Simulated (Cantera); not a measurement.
An isothermal, constant-pressure homogeneous reactor starts with 20.4 % CH₄, 79.6 % CO₂, at 1773 K and 10.0 bar.

Computed with Cantera and GRI-Mech 3.0 (53 species, 325 reactions).

One state of this run: x CH₄ = 0.104; x CO₂ = 0.678; x H = 1.72e-5; x CH₃ = 0.000517; x O₂ = 4.08e-10; x CH₂ = 1.25e-7; x HO₂ = 2.56e-12. x: mole fraction; the columns are a selection and need not sum to one.

Problem. Which value of t (s) does it belong to?
(A) 0.000818
(B) 16.6
(C) 0.00246
(D) 0.000272

Solution. A, 0.000818
